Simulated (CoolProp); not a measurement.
A single-stage vapour-compression cycle with R152A: evaporating at 327.15 K (dew point), condensing at 359.15 K (bubble point), superheat 8 K, subcooling 2 K, compressor efficiency 0.6, no pressure losses. Each further row changes one setting.

The numbers come from the reference Helmholtz-energy equation of state, Outcalt 1996 in CoolProp. It is a modified Benedict-Webb-Rubin equation, recast in Helmholtz form.

```csv
case,cooling COP,pressure ratio,discharge temperature (K),refrigerating effect (kJ/kg),volumetric capacity (kJ/m³)
as stated,4.74,2.04,382.9,187,7300
evaporating temperature 332.15 K,5.83,1.81,380.2,(withheld),8390
condensing temperature 354.15 K,5.88,1.84,(withheld),199,7740
subcooling 7 K,(withheld),2.04,382.9,199,7760
superheat 18 K,(withheld),2.04,393.2,202,7390
compressor efficiency 0.5,(withheld),2.04,387.6,187,7300
```

Task: Fill in the missing entries.

Result: 
- evaporating temperature 332.15 K, refrigerating effect (kJ/kg): 190
- condensing temperature 354.15 K, discharge temperature (K): 375.8
- subcooling 7 K, cooling COP: 5.04
- superheat 18 K, cooling COP: 4.78
- compressor efficiency 0.5, cooling COP: 3.95
